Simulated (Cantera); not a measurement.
**Gas activation for diamond growth**

A perfectly stirred reactor is fed with CH₄ : H₂ : CO₂ = 0.012 : 1 : 0.027 (molar parts), at 20.0 Torr; it is held at 1725 K, and followed from long to short residence time.

Model: GRI-Mech 3.0 (53 species, 325 reactions), integrated in Cantera. Radical loss at walls, strong at low pressure, is not modelled.

| τ (s) | x CH₄ | x H₂ | x CO₂ | x CO | x CH₃ | x C₂H | x O |
|---|---|---|---|---|---|---|---|
| 10 | 0.00293 | 0.942 | 0.000343 | 0.0276 | 6.71e-5 | 2.19e-8 | 1.25e-9 |
| 3.6 | 0.00438 | 0.941 | 0.000616 | 0.0261 | 9.80e-5 | 2.09e-8 | 1.25e-9 |
| 1.2 | 0.00648 | 0.940 | 0.00147 | 0.0247 | 0.000139 | 1.51e-8 | 1.16e-9 |
| 0.41 | 0.00871 | 0.941 | 0.00382 | 0.0222 | 0.000173 | 7.74e-9 | 9.51e-10 |
| 0.14 | 0.0104 | 0.946 | 0.00949 | 0.0165 | 0.000176 | 2.32e-9 | 5.65e-10 |
| 0.047 | 0.0113 | 0.955 | 0.0187 | 0.00723 | 0.000124 | 2.40e-10 | 1.53e-10 |
| 0.016 | 0.0115 | 0.961 | 0.0246 | 0.00140 | 5.47e-5 | 5.08e-12 | 1.82e-11 |
| 0.0055 | 0.0115 | 0.962 | 0.0258 | 0.000181 | 1.97e-5 | <1e-12 | 2.17e-12 |
x: mole fraction; the columns are a selection and need not sum to one.
